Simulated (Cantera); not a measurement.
Predominance diagram of Ta at 900 K against the partial pressures of O2 and CO (log10, bar). Cantera with NASA thermochemical tables; ideal gases at 1 bar, condensed phases pure. Candidates: Ta(s), TaC(s), Ta2O5(s). Only these pure phases compete in this equilibrium. TaC: taken at fixed stoichiometry. Not in the tables: Ta2C.

```
log p(CO) \ log p(O2)
        columns: -41, -38.8, -36.6, -34.4, -32.2, -29.9, -27.7, -25.5, -23.3, -21.1, -18.9, -16.7, -14.5, -12.3, -10.1, -7.8, -5.6, -3.4, -1.2, 1
      0  A A A A A A A A A A A A A A A A A A A A
   -1.4  A A A A A A A A B B A A A A A A A A A A
   -2.8  A A A A A A B B B B B B A A A A A A A A
   -4.2  A A A A A B B B B B B B B A A A A A A A
   -5.7  A A A A B B B B B B B B B B A A A A A A
   -7.1  A A A C B B B B B B B B B B B B A A A A
   -8.5  A C C C B B B B B B B B B B B B B A A A
   -9.9  C C C B B B B B B B B B B B B B B B A A
  -11.3  C C C B B B B B B B B B B B B B B B B A
  -12.8  C C C B B B B B B B B B B B B B B B B B
  -14.2  C C B B B B B B B B B B B B B B B B B B
  -15.6  C C B B B B B B B B B B B B B B B B B B
    -17  C D B B B B B B B B B B B B B B B B B B
```

A: out of reach (another gas would pass 10 bar, or a non-metal would condense); B: Ta2O5(s); C: TaC(s); D: Ta(s).
